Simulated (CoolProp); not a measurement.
Vapour-liquid equilibrium of dimethyl carbonate (1) + n-octane (2) at 1190 kPa; x and y are mole fractions of (1).

Model: multi-fluid Helmholtz-energy mixture model, Zhou 2011 and Beckmüller 2019; pair parameters Bell 2016, in CoolProp.

Task: Give the bubble temperature and the first vapour's composition at x = 0.15, 0.45, 0.75. Is there an azeotrope?

Result: x = 0.15: 496.6 K, y = 0.329; x = 0.45: 475.0 K, y = 0.642; x = 0.75: 467.2 K, y = 0.806. y crosses x between x = 0.85 and 0.95: the model has an azeotrope there.

The pair parameters rest on a limited set of measurements; away from them the model extrapolates.
